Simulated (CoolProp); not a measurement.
Properties of isobutane along the isotherm 382.5 K.

Computed with CoolProp (reference Helmholtz-energy equation of state, Bücker 2006).

```tsv
p (bar)	phase	Z	cp (kJ/(kg K))	cv (kJ/(kg K))	isothermal compressibility (1/MPa)	expansivity (1/kK)
35	liquid	0.1516	3.333	2.068	0.02676	6.111
70	liquid	0.2842	2.980	2.050	0.01340	3.828
105	liquid	0.4102	2.848	2.046	0.009245	?
140	liquid	0.5317	2.774	2.045	0.007144	2.560
175	liquid	0.6497	?	2.046	0.005858	2.264
210	liquid	0.7651	2.691	2.047	0.004982	2.050
245	liquid	0.8782	2.665	2.049	0.004345	1.888
280	liquid	0.9894	?	2.051	0.003859	1.758
315	liquid	1.099	2.627	2.054	?	?
350	liquid	1.207	2.613	2.056	0.003163	1.563
```

Q: Complete the blanks.

A: 
- 105, expansivity (1/kK): 3.012
- 175, cp (kJ/(kg K)): 2.726
- 280, cp (kJ/(kg K)): 2.644
- 315, isothermal compressibility (1/MPa): 0.003474
- 315, expansivity (1/kK): 1.652
